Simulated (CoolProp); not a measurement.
CH2F2 (R32) along the isotherm 161.85 °C: Z from the reference equation and from simpler models built on Tc = 78.1 °C, pc = 5.783 MPa, ω = 0.277; each cubic takes its own stable root.

Computed with CoolProp (reference Helmholtz-energy equation of state, Tillner-Roth 1997).

```
p (MPa)  phase  reference
-------  -----  ---------
0.181      gas     0.9944
0.361      gas     0.9889
0.542      gas     0.9833
0.723      gas     0.9777
0.904      gas     0.9721
1.08       gas     0.9666
1.26       gas     0.9609
1.45       gas     0.9550
1.63       gas     0.9493
1.81       gas     0.9437
1.99       gas     0.9380
2.17       gas     0.9323
2.35       gas     0.9266
2.53       gas     0.9209
2.71       gas     0.9151
2.89       gas     0.9094
```

How far does each simpler model (van der Waals, Redlich-Kwong, Soave-Redlich-Kwong, Peng-Robinson) lie from the reference over these 16 states: mean and median of the absolute difference, and the worst?


- van der Waals: mean 0.1 %, median 0.0 %, worst -0.2 % at 161.85 °C and 2.89 MPa
- Redlich-Kwong: mean 0.1 %, median 0.1 %, worst -0.2 % at 161.85 °C and 2.89 MPa
- Soave-Redlich-Kwong: mean 0.7 %, median 0.7 %, worst +1.4 % at 161.85 °C and 2.89 MPa
- Peng-Robinson: mean 0.1 %, median 0.1 %, worst -0.2 % at 161.85 °C and 2.35 MPa
